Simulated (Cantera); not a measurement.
A closed system holds: 1 mol BN, 8.9 mol H2O, 1.9 mol N2, held at 975 °C and 0.133 bar.

Cantera equilibrium calculation (NASA polynomials, part measured and part estimated; ideal gas, pure solids and liquids). Candidate condensed phases: B, BN, B2O3, B3O3H3, H2O; 39 gas species. Gases not in the tables: H3BO3. The numbers say what is thermodynamically allowed, not how fast it happens.

Base state: H2O 0.650, N2 0.212, H2 0.133, HBO2 0.00354, (HBO2)3 0.00188 (mole fractions); condensed: B2O3(l).

Question: What changes in the equilibrium state with this change: BN replaced by AlN?

Answer: 
```json
[
 {"species": "H2O", "before": "0.650", "after": "0.655"},
 {"species": "N2", "before": "0.212", "after": "0.212"},
 {"species": "H2", "before": "0.133", "after": "0.133"},
 {"species": "HBO2", "before": "0.00354", "after": "0"},
 {"species": "(HBO2)3", "before": "0.00188", "after": "0"},
 {"species": "B2O3(l), mol", "before": "0.448", "after": "0"},
 {"species": "Al2O3(s), mol", "before": "0", "after": "0.500"}
]
```
Further candidate phases: Al, AlN, Al2O3.
